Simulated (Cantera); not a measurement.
Charge: 1 mol Si3N4, 7.2 mol H2O, 0.34 mol H2, at 775 K and 0.220 bar.

Method: chemical equilibrium by Gibbs-energy minimisation in Cantera with the NASA 1993 tables (ideal gas, pure condensed phases). Candidate condensed phases: H2O, Si, SiO2, Si2N2O, Si3N4; 35 gas species. The numbers say what is thermodynamically allowed, not how fast it happens.

Base state: H2 0.664, N2 0.210, H2O 0.126, NH3 0.000211 (mole fractions); condensed: SiO2(α-quartz).

Question: What changes in the equilibrium state with this change: Si3N4 replaced by BN?

Answer: 
| species | before | after |
|---|---|---|
| H2O | 0.126 | 0.676 |
| H2 | 0.664 | 0.232 |
| N2 | 0.210 | 0.0631 |
| (HBO2)3 | 0 | 0.0290 |
| NH3 | 0.000211 | 2.40e-5 |
| SiO2(α-quartz), mol | 3.00 | 0 |
| B2O3(l), mol | 0 | 0.155 |
Gases not in the tables: H3BO3. Further candidate phases: B, BN, B2O3, B3O3H3.
